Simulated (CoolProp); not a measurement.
Properties of C3F8 (R218) along the isobar 29 bar.

Model: reference Helmholtz-energy equation of state, Lemmon 2006, in CoolProp. It is a short technical equation, of lower accuracy than the large ones.

```
T (K)          phase  Joule-Thomson coefficient (K/MPa)  expansivity (1/kK)  Prandtl number
-----  -------------  ---------------------------------  ------------------  --------------
308.1         liquid                             0.2842               4.656            4.14
317.5         liquid                             0.5216               5.656            3.92
326.9         liquid                             0.9263               7.412            3.74
336.3         liquid                              1.795               11.50            3.62
345.8  supercritical                              5.531               37.84            4.23
355.2  supercritical                              15.39               37.36            1.72
364.6  supercritical                              12.16               17.11            1.17
374    supercritical                              10.12               11.65            1.02
383.5  supercritical                              8.693               9.010           0.950
392.9  supercritical                              7.638               7.453           0.905
402.3  supercritical                              6.812               6.408           0.874
411.7  supercritical                              6.143               5.654           0.849
421.2  supercritical                              5.583               5.078           0.829
430.6  supercritical                              5.116               4.629           0.813
440    supercritical                              4.715               4.265           0.798
```

Viscosity comes from a separate model (Huber 2003), an estimate that may be off by 10 % or more. Thermal conductivity comes from a separate model (Huber 2003), an estimate that may be off by 10 % or more.
